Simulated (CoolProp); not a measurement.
A simple Rankine cycle with n-butane: condensing at 329.15 K, boiler at 2.7 MPa, turbine inlet 444.6 K, turbine efficiency 0.65, pump efficiency 0.7, no recuperator. Each further row changes one setting.

Model: reference Helmholtz-energy equation of state, Bücker 2006, in CoolProp.

```json
[
 {"case": "as stated", "thermal efficiency (%)": "?", "net work (kJ/kg)": "45.3", "heat in (kJ/kg)": "527", "turbine exit temperature (K)": "402.3", "volume ratio over the turbine": "?"},
 {"case": "turbine inlet 464.6 K", "thermal efficiency (%)": "8.5", "net work (kJ/kg)": "?", "heat in (kJ/kg)": "582", "turbine exit temperature (K)": "424.8", "volume ratio over the turbine": "?"},
 {"case": "condensing temperature 321.15 K", "thermal efficiency (%)": "9.5", "net work (kJ/kg)": "?", "heat in (kJ/kg)": "548", "turbine exit temperature (K)": "398.1", "volume ratio over the turbine": "?"},
 {"case": "boiler pressure 1.89 MPa", "thermal efficiency (%)": "?", "net work (kJ/kg)": "38.3", "heat in (kJ/kg)": "549", "turbine exit temperature (K)": "415.4", "volume ratio over the turbine": "3.44"},
 {"case": "turbine efficiency 0.55", "thermal efficiency (%)": "7.1", "net work (kJ/kg)": "37.4", "heat in (kJ/kg)": "527", "turbine exit temperature (K)": "?", "volume ratio over the turbine": "5.32"}
]
```

Q: Some entries are withheld; supply them.

A: 
- as stated, thermal efficiency (%): 8.6
- as stated, volume ratio over the turbine: 5.27
- turbine inlet 464.6 K, net work (kJ/kg): 49.5
- turbine inlet 464.6 K, volume ratio over the turbine: 5.08
- condensing temperature 321.15 K, net work (kJ/kg): 52.0
- condensing temperature 321.15 K, volume ratio over the turbine: 6.48
- boiler pressure 1.89 MPa, thermal efficiency (%): 7.0
- turbine efficiency 0.55, turbine exit temperature (K): 405.8
